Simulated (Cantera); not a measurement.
A perfectly stirred reactor is fed with H₂ : O₂ : N₂ = 0.63 : 1 : 6.6 (molar parts), at 24000 Pa; it is held at 1250 K, and followed from long to short residence time.

Cantera simulation using the H2/O2 subset of GRI-Mech 3.0, which has no nitrogen chemistry; the numbers are that mechanism's predictions, not measurements. The temperature is held fixed by assumption; the heat of reaction is taken as removed at once.

x: mole fraction; the columns are a selection and need not sum to one.

```csv
τ (s),x H₂,x O₂,x O,x H₂O₂,x HO₂,x H,x H₂O
4.4,3.36e-5,0.0865,2.80e-5,1.09e-7,9.46e-7,2.51e-6,0.0795
1.1,8.38e-5,0.0865,7.16e-5,2.00e-7,2.02e-6,1.01e-5,0.0794
0.27,0.000209,0.0864,0.000184,3.46e-7,3.88e-6,4.14e-5,0.0791
0.068,0.000504,0.0864,0.000459,5.48e-7,6.33e-6,0.000164,0.0786
0.017,(withheld),0.0863,(withheld),(withheld),(withheld),(withheld),0.0775
0.0042,(withheld),0.0864,(withheld),(withheld),1.08e-5,(withheld),0.0745
0.0010,0.00609,0.0871,0.00549,1.11e-6,1.17e-5,0.00776,0.0675
0.00026,0.0124,0.0898,0.00857,1.10e-6,1.18e-5,0.0167,0.0554
```

### Question
What belongs in the gaps?

### Answer

- 0.017, x H₂: 0.00119
- 0.017, x O: 0.00112
- 0.017, x H₂O₂: 7.90e-7
- 0.017, x HO₂: 8.84e-6
- 0.017, x H: 0.000636
- 0.0042, x H₂: 0.00272
- 0.0042, x O: 0.00260
- 0.0042, x H₂O₂: 1.01e-6
- 0.0042, x H: 0.00237
